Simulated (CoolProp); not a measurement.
R236FA at 230.4 K and 17.6 MPa flows at 18 m/s in a round tube of 20 mm bore and 0.25 µm roughness, fully developed (64/Re and Nu = 3.66 if laminar; Colebrook and Gnielinski if turbulent). Each further row changes one setting.

Model: reference Helmholtz-energy equation of state, Pan 2012, in CoolProp.

```json
[
 {"case": "as stated", "Reynolds number": "565000", "Darcy friction factor": "0.0131", "pressure drop (Pa/m)": "(withheld)", "heat-transfer coefficient (W/(m² K))": "(withheld)", "mass flow (kg/h)": "32600"},
 {"case": "velocity 36 m/s", "Reynolds number": "1130000", "Darcy friction factor": "(withheld)", "pressure drop (Pa/m)": "608000", "heat-transfer coefficient (W/(m² K))": "(withheld)", "mass flow (kg/h)": "65200"},
 {"case": "diameter 40 mm", "Reynolds number": "1130000", "Darcy friction factor": "(withheld)", "pressure drop (Pa/m)": "(withheld)", "heat-transfer coefficient (W/(m² K))": "(withheld)", "mass flow (kg/h)": "(withheld)"}
]
```

Q: Some entries are withheld; supply them.

A: 
- as stated, pressure drop (Pa/m): 170000
- as stated, heat-transfer coefficient (W/(m² K)): 17200
- velocity 36 m/s, Darcy friction factor: 0.0117
- velocity 36 m/s, heat-transfer coefficient (W/(m² K)): 32000
- diameter 40 mm, Darcy friction factor: 0.0116
- diameter 40 mm, pressure drop (Pa/m): 75000
- diameter 40 mm, heat-transfer coefficient (W/(m² K)): 15900
- diameter 40 mm, mass flow (kg/h): 130000

Viscosity comes from a separate model (Huber 2003), an estimate that may be off by 10 % or more. Thermal conductivity comes from a separate model (Huber 2003), an estimate that may be off by 10 % or more.
